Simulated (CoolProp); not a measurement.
Model: reference Helmholtz-energy equation of state, Fiedler 2023, in CoolProp.

Q: Give the vapour pressure (bar), liquid density (kg/m³), vapour density (kg/m³) of saturated tetrahydrofuran at 38.05, 232.25, 253.85 °C.

A: 
| T (°C) | p (bar) | liquid density (kg/m³) | vapour density (kg/m³) |
|---|---|---|---|
| 38.05 | 0.373 | 867 | 1.05 |
| 232.25 | 32.8 | 575 | 90.7 |
| 253.85 | 44.2 | 496 | 150 |
